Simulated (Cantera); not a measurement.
# Stirred combustor or abatement burner

A perfectly stirred reactor is fed with 13.3 % CH4, 17.7 % O2, 66.7 % N2, 2.26 % CO2, equivalence ratio 1.5, at 0.640 bar; it is adiabatic with a 525 K inlet, and is followed from long to short residence time, starting on the burning branch (τ in s: 0.037, 0.018, 0.0088, 0.0043, 0.0021, 0.001, 0.0005, 0.00025, 0.00012, 5.9e-05, 2.9e-05, 1.4e-05, 6.9e-06).

Cantera simulation using GRI-Mech 3.0 (53 species, 325 reactions); the numbers are that mechanism's predictions, not measurements.

```csv
τ (s),T (K),x CH4,x O2,x CO2,x N2O,x CH3,x C2H4,x HO2
0.037,1998,0.000392,0.000318,0.0500,3.36e-8,0.000152,1.97e-6,5.66e-8
0.018,1994,0.000549,0.000555,0.0500,4.78e-8,0.000238,4.45e-6,1.08e-7
0.0088,1988,0.000771,0.000969,0.0498,6.00e-8,0.000368,9.79e-6,2.10e-7
0.0043,1978,0.00111,0.00172,0.0495,6.30e-8,0.000567,2.16e-5,4.28e-7
0.0021,1962,0.00167,0.00312,0.0488,5.19e-8,0.000876,4.87e-5,9.39e-7
0.0010,1928,0.00285,0.00626,0.0471,3.03e-8,0.00140,0.000125,2.48e-6
0.00050,525,0.133,0.177,0.0226,<1e-12,<1e-12,<1e-12,<1e-12
0.00025,525,0.133,0.177,0.0226,<1e-12,<1e-12,<1e-12,<1e-12
0.00012,525,0.133,0.177,0.0226,<1e-12,<1e-12,<1e-12,<1e-12
5.9e-5,525,0.133,0.177,0.0226,<1e-12,<1e-12,<1e-12,<1e-12
2.9e-5,525,0.133,0.177,0.0226,<1e-12,<1e-12,<1e-12,<1e-12
1.4e-5,525,0.133,0.177,0.0226,<1e-12,<1e-12,<1e-12,<1e-12
6.9e-6,525,0.133,0.177,0.0226,<1e-12,<1e-12,<1e-12,<1e-12
```
x: mole fraction; the columns are a selection and need not sum to one.
